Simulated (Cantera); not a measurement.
Feed: 1 mol SiC, 0.068 mol O2, 310 mol N2, at 1573 K and 13.3 mbar.

These are equilibrium values from Cantera (NASA tables, ideal gas, pure condensed phases), not measurements of a reactor. Candidate condensed phases: C, Si, SiC, SiO2, Si2N2O, Si3N4; 34 gas species. Mutual solubility and eutectic melting of coexisting phases are not modelled. Kinetics and transport are ignored.

Base state: N2 1.000, CO 0.000400, SiO 3.86e-5 (mole fractions); condensed: SiC(s) + Si3N4(s).

### Question
What changes in the equilibrium state with this change: temperature from 1573 K to 1398 K?

### Answer
```tsv
species	before	after
N2	1.000	1.000
CO	0.000400	0.000292
SiO	3.86e-5	3.81e-7
SiC(s), mol	0.876	0.909
Si3N4(s), mol	0.0373	0
Si2N2O(s), mol	0	0.0453
```
N2 is the only nitrogen source here; it is nearly inert below about 1500 K, so the nitride shown seldom forms there in practice.

### Question
What changes in the equilibrium state with this change: SiC replaced by Si3N4?

### Answer
```json
[
 {"species": "N2", "before": "1.000", "after": "1.000"},
 {"species": "SiO", "before": "3.86e-5", "after": "8.47e-5"},
 {"species": "CO", "before": "0.000400", "after": "0"},
 {"species": "SiC(s), mol", "before": "0.876", "after": "0"},
 {"species": "Si3N4(s), mol", "before": "0.0373", "after": "0.918"},
 {"species": "Si2N2O(s), mol", "before": "0", "after": "0.110"}
]
```
